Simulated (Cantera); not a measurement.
Input: 1 mol HMDSO, 4.4 mol O3, 98 mol N2, equilibrated at 5.40 Torr.

Method: chemical equilibrium by Gibbs-energy minimisation in Cantera with the NASA 1993 tables (ideal gas, pure condensed phases). Candidate condensed phases: C, C6H6, C7H8, C8H18, H2O, Si, SiC, SiO2, Si2N2O, Si3N4; 151 gas species. The feed counts by its element totals alone. The tables hold silica as quartz up to 1696 K and as liquid above; real silica turns to tridymite and cristobalite and melts near 1996 K. The numbers say what is thermodynamically allowed, not how fast it happens.

Question: Which condensed phases are stable at each of these points (T (°C)): 502, 577, 652, 727, 802, 877, 952, 1027, 1102, 1177, 1252, 1327, 1402, 1477?

Answer: 
| T (°C) | condensed phases | Si condensed (%) |
|---|---|---|
| 502 | SiO2(α-quartz) | 100.0 |
| 577 | SiO2(β-quartz) | 100.0 |
| 652 | SiO2(β-quartz) | 100.0 |
| 727 | SiO2(β-quartz) | 100.0 |
| 802 | SiO2(β-quartz) | 100.0 |
| 877 | SiO2(β-quartz) | 100.0 |
| 952 | SiO2(β-quartz) | 100.0 |
| 1027 | SiO2(β-quartz) | 100.0 |
| 1102 | SiO2(β-quartz) | 100.0 |
| 1177 | SiO2(β-quartz) | 100.0 |
| 1252 | SiO2(β-quartz) | 100.0 |
| 1327 | SiO2(β-quartz) | 100.0 |
| 1402 | SiO2(β-quartz) | 99.8 |
| 1477 | SiO2(condensed) | 98.9 |

At 502 °C the condensed part is SiO2(α-quartz). From 577 °C to 1402 °C the condensed part is SiO2(β-quartz). At 1477 °C the condensed part is SiO2(condensed).
